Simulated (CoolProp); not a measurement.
Computed with CoolProp (reference Helmholtz-energy equation of state, Platzer 1990). This equation is an older, rougher fit; its heat capacities, sound speeds and derivatives of the liquid may be far off and weren't checked against measurements.

**Question.** Give the vapour pressure (MPa), liquid density (kg/m³), vapour density (kg/m³), liquid conductivity (mW/(m K)) of saturated CF4 (R14) at -120.95, -109.65, -98.25 °C.

**Answer.** 
| T (°C) | p (MPa) | liquid density (kg/m³) | vapour density (kg/m³) | liquid conductivity (mW/(m K)) |
|---|---|---|---|---|
| -120.95 | 0.163 | 1560 | 11.9 | 90.2 |
| -109.65 | 0.315 | 1500 | 22.2 | 81.7 |
| -98.25 | 0.558 | 1430 | 38.6 | 73.2 |

Thermal conductivity comes from a separate model (Huber 2003), an estimate that may be off by 10 % or more.
